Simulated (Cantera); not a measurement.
Input: 1 mol MgCO₃, 0.034 mol H₂O, 0.48 mol O₂, held at 875 K and 0.0900 Torr.

Method: chemical equilibrium by Gibbs-energy minimisation in Cantera with the NASA 1993 tables (ideal gas, pure condensed phases). Candidate condensed phases: C, C₆H₆, C₇H₈, C₈H₁₈, H₂O, Mg, MgCO₃, MgO, Mg(OH)₂; 116 gas species. Kinetics and transport are ignored.

Base state: CO₂ 0.661, O₂ 0.317, H₂O 0.0225 (mole fractions); condensed: MgO(s).

What changes in the equilibrium state with this change: MgCO₃ replaced by Ca(OH)₂?


```
species      before  after
-----------  ------  -----
H₂O          0.0225  0.683
O₂            0.317  0.317
CO₂           0.661      0
MgO(s), mol    1.00      0
CaO(s), mol       0   1.00
```
Further candidate phases: Ca, CaO, Ca(OH)₂.
